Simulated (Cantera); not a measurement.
Feed: 1 mol trisilylamine, 2.3 mol NH₃, at 0.133 bar.

Cantera equilibrium calculation (NASA polynomials, part measured and part estimated; ideal gas, pure solids and liquids). Candidate condensed phases: Si, Si₃N₄; 18 gas species. The feed counts by its element totals alone. Mutual solubility and eutectic melting of coexisting phases are not modelled. Gases not in the tables: Si₂H₆ and higher silanes. The numbers say what is thermodynamically allowed, not how fast it happens.

**Question.** Which condensed phases are stable at each of these points (T (°C)): 1225, 1300, 1375, 1450, 1525, 1600, 1675?

**Answer.** 
| T (°C) | condensed phases | Si condensed (%) |
|---|---|---|
| 1225 | Si(s) + Si₃N₄(s) | 100.0 |
| 1300 | Si(s) + Si₃N₄(s) | 100.0 |
| 1375 | Si(s) + Si₃N₄(s) | 100.0 |
| 1450 | Si(l) + Si₃N₄(s) | 100.0 |
| 1525 | Si(l) + Si₃N₄(s) | 100.0 |
| 1600 | Si(l) | 100.0 |
| 1675 | Si(l) | 99.9 |

From 1225 °C to 1375 °C the condensed part is Si(s) + Si₃N₄(s). From 1450 °C to 1525 °C the condensed part is Si(l) + Si₃N₄(s). From 1600 °C to 1675 °C the condensed part is Si(l).
